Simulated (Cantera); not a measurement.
**Stirred combustor or abatement burner**

A perfectly stirred reactor is fed with 11.5 % CH4, 17.8 % O2, 66.7 % N2, 3.93 % CO2, equivalence ratio 1.3, at 9.67 atm; it is adiabatic with a 448 K inlet, and is followed from long to short residence time, starting on the burning branch (τ in s: 0.067, 0.033, 0.017, 0.0083, 0.0041, 0.002, 0.001, 0.00051, 0.00025, 0.00013, 6.2e-05).

Detailed kinetics in Cantera: GRI-Mech 3.0 (53 species, 325 reactions).

```json
[
 {"τ (s)": "0.067", "T (K)": "2076", "x CH4": "0.000184", "x O2": "7.77e-5", "x HO2": "2.63e-8", "x C2H6": "1.75e-8", "x C2H4": "1.72e-7", "x CH2O": "1.66e-6", "x N2O": "6.28e-9"},
 {"τ (s)": "0.033", "T (K)": "2076", "x CH4": "0.000326", "x O2": "0.000149", "x HO2": "5.17e-8", "x C2H6": "5.89e-8", "x C2H4": "5.68e-7", "x CH2O": "3.11e-6", "x N2O": "8.32e-9"},
 {"τ (s)": "0.017", "T (K)": "2076", "x CH4": "0.000536", "x O2": "0.000275", "x HO2": "9.81e-8", "x C2H6": "1.73e-7", "x C2H4": "1.63e-6", "x CH2O": "5.52e-6", "x N2O": "1.08e-8"},
 {"τ (s)": "0.0083", "T (K)": "2074", "x CH4": "0.000867", "x O2": "0.000523", "x HO2": "1.97e-7", "x C2H6": "5.07e-7", "x C2H4": "4.63e-6", "x CH2O": "9.95e-6", "x N2O": "1.42e-8"},
 {"τ (s)": "0.0041", "T (K)": "2071", "x CH4": "0.00130", "x O2": "0.000969", "x HO2": "3.96e-7", "x C2H6": "1.32e-6", "x C2H4": "1.16e-5", "x CH2O": "1.72e-5", "x N2O": "1.82e-8"},
 {"τ (s)": "0.0020", "T (K)": "2065", "x CH4": "0.00185", "x O2": "0.00177", "x HO2": "8.20e-7", "x C2H6": "3.22e-6", "x C2H4": "2.66e-5", "x CH2O": "2.90e-5", "x N2O": "2.36e-8"},
 {"τ (s)": "0.0010", "T (K)": "2051", "x CH4": "0.00253", "x O2": "0.00315", "x HO2": "1.71e-6", "x C2H6": "7.37e-6", "x C2H4": "5.61e-5", "x CH2O": "4.71e-5", "x N2O": "3.10e-8"},
 {"τ (s)": "0.00051", "T (K)": "2026", "x CH4": "0.00348", "x O2": "0.00556", "x HO2": "3.72e-6", "x C2H6": "1.71e-5", "x C2H4": "0.000116", "x CH2O": "7.61e-5", "x N2O": "4.25e-8"},
 {"τ (s)": "0.00025", "T (K)": "1967", "x CH4": "0.00559", "x O2": "0.0114", "x HO2": "1.02e-5", "x C2H6": "5.41e-5", "x C2H4": "0.000294", "x CH2O": "0.000139", "x N2O": "6.98e-8"},
 {"τ (s)": "0.00013", "T (K)": "448", "x CH4": "0.115", "x O2": "0.178", "x HO2": "<1e-12", "x C2H6": "<1e-12", "x C2H4": "<1e-12", "x CH2O": "<1e-12", "x N2O": "<1e-12"},
 {"τ (s)": "6.2e-5", "T (K)": "448", "x CH4": "0.115", "x O2": "0.178", "x HO2": "<1e-12", "x C2H6": "<1e-12", "x C2H4": "<1e-12", "x CH2O": "<1e-12", "x N2O": "<1e-12"}
]
```
x: mole fraction; the columns are a selection and need not sum to one.
